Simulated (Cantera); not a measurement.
Input: 1 mol CH₃SiCl₃, 1.9 mol HCl, 1100 mol H₂, at 10.0 mbar.

Method: chemical equilibrium by Gibbs-energy minimisation in Cantera with the NASA 1993 tables (ideal gas, pure condensed phases). Candidate condensed phases: C, C₆H₆, C₇H₈, C₈H₁₈, Si, SiC; 109 gas species. The feed counts by its element totals alone. Gases not in the tables: Si₂H₆ and higher silanes. Rates play no part.

x: gas mole fraction; n: condensed amount in mol.

```json
[
 {"T (K)": "1400", "x H₂": "0.996", "x H": "4.85e-5", "x HCl": "0.00443", "x Si": "4.88e-9", "x C₂H₂ (acetylene)": "1.64e-8", "n SiC(s)": "0.996"},
 {"T (K)": "1500", "x H₂": "0.995", "x H": "0.000176", "x HCl": "0.00443", "x Si": "5.82e-8", "x C₂H₂ (acetylene)": "1.56e-7", "n SiC(s)": "0.996"},
 {"T (K)": "1600", "x H₂": "0.995", "x H": "0.000542", "x HCl": "0.00442", "x Si": "5.54e-7", "x C₂H₂ (acetylene)": "9.36e-7", "n SiC(s)": "0.995"},
 {"T (K)": "1700", "x H₂": "0.994", "x H": "0.00147", "x HCl": "0.00442", "x Si": "4.29e-6", "x C₂H₂ (acetylene)": "4.01e-6", "n SiC(s)": "0.988"},
 {"T (K)": "1800", "x H₂": "0.992", "x H": "0.00357", "x HCl": "0.00440", "x Si": "2.47e-5", "x C₂H₂ (acetylene)": "1.66e-5", "n SiC(s)": "0.960"},
 {"T (K)": "1900", "x H₂": "0.988", "x H": "…", "x HCl": "0.00438", "x Si": "…", "x C₂H₂ (acetylene)": "…", "n SiC(s)": "…"},
 {"T (K)": "2000", "x H₂": "0.979", "x H": "…", "x HCl": "0.00433", "x Si": "…", "x C₂H₂ (acetylene)": "…", "n SiC(s)": "…"},
 {"T (K)": "2100", "x H₂": "0.964", "x H": "0.0306", "x HCl": "0.00425", "x Si": "0.000786", "x C₂H₂ (acetylene)": "0.000421", "n SiC(s)": "0"},
 {"T (K)": "2200", "x H₂": "0.940", "x H": "0.0546", "x HCl": "0.00413", "x Si": "0.000811", "x C₂H₂ (acetylene)": "0.000422", "n SiC(s)": "0"},
 {"T (K)": "2300", "x H₂": "0.903", "x H": "0.0919", "x HCl": "0.00393", "x Si": "0.000813", "x C₂H₂ (acetylene)": "0.000415", "n SiC(s)": "0"}
]
```

Problem. What belongs in the gaps?

Solution. 
- 2000, x H: 0.0161
- 2000, x Si: 0.000424
- 2000, x C₂H₂ (acetylene): 0.000238
- 2000, n SiC(s): 0.440
- 1900, x H: 0.00789
- 1900, x Si: 0.000112
- 1900, x C₂H₂ (acetylene): 6.62e-5
- 1900, n SiC(s): 0.847
